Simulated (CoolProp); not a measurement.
A simple Rankine cycle with R1233zd(E): condensing at 310.15 K, boiler at 1.39 MPa, turbine inlet 391.7 K, turbine efficiency 0.85, pump efficiency 0.6, no recuperator. Each further row changes one setting.

Computed with CoolProp (reference Helmholtz-energy equation of state, Akasaka 2022).

```json
[
 {"case": "as stated", "thermal efficiency (%)": "13.2", "net work (kJ/kg)": "31.2", "heat in (kJ/kg)": "235", "turbine exit temperature (K)": "333.1", "volume ratio over the turbine": "7.66"},
 {"case": "turbine inlet 411.7 K", "thermal efficiency (%)": "13.3", "net work (kJ/kg)": "34.2", "heat in (kJ/kg)": "258", "turbine exit temperature (K)": "355.0", "volume ratio over the turbine": "7.33"},
 {"case": "condensing temperature 302.15 K", "thermal efficiency (%)": "14.5", "net work (kJ/kg)": "35.6", "heat in (kJ/kg)": "245", "turbine exit temperature (K)": "326.9", "volume ratio over the turbine": "9.93"},
 {"case": "boiler pressure 0.973 MPa", "thermal efficiency (%)": "11.3", "net work (kJ/kg)": "27.7", "heat in (kJ/kg)": "244", "turbine exit temperature (K)": "347.3", "volume ratio over the turbine": "5.02"},
 {"case": "turbine efficiency 0.75", "thermal efficiency (%)": "11.6", "net work (kJ/kg)": "27.3", "heat in (kJ/kg)": "235", "turbine exit temperature (K)": "337.6", "volume ratio over the turbine": "7.78"}
]
```
